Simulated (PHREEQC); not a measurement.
1.3 g of hydrous ferric oxide (600 m²/g; 0.2 weak and 0.005 strong sites per Fe, Dzombak-Morel constants, diffuse double layer) in 1 kg of water with 0.05 mol/kgw of an inert sodium salt and 1.3 mmol/kgw ZnSO4, at 25 °C; the pH is set by adding NaOH or the inert anion's acid. Oxygen is held at 0.21 atm. The system is closed to CO2. Nothing may precipitate in this run.

Base run: PHREEQC, ion-association model, wateq4f.dat. Each further column changes one thing. The table gives S sorbed (%).

```tsv
pH	base	no electrostatic term (-no_edl)	background salt from 0.05 to 0.005 mol/kgw	oxide from 1.3 to 6.5 g/kgw	0.00039 mol/kgw SrCl2 added
3	84.5	0.3	96.4	100.0	84.2
3.5	84.3	0.3	96.1	100.0	84.0
4	83.0	0.3	94.5	99.9	82.7
4.5	79.6	0.3	90.6	99.9	79.3
5	72.5	0.3	83.0	99.7	72.3
5.5	61.3	0.3	…	99.0	61.1
6	47.9	0.3	57.5	96.4	47.6
6.5	37.6	0.3	…	86.9	37.3
7	30.6	0.3	40.3	62.2	30.4
7.5	22.2	0.3	31.1	…	21.9
8	11.0	0.4	…	…	10.9
8.5	3.1	0.3	5.8	1.1	3.0
9	0.5	0.2	1.0	0.2	0.5
```

Problem. Fill in the missing entries.

Solution. 
- 5.5, background salt from 0.05 to 0.005 mol/kgw: 71.2
- 6.5, background salt from 0.05 to 0.005 mol/kgw: 47.5
- 7.5, oxide from 1.3 to 6.5 g/kgw: 28.8
- 8, background salt from 0.05 to 0.005 mol/kgw: 17.7
- 8, oxide from 1.3 to 6.5 g/kgw: 7.1

In at least one series the solution becomes supersaturated in solids that the run did not let form, among them Zn(OH)2-e. The oxide is taken as insoluble; below pH 4 it would dissolve.
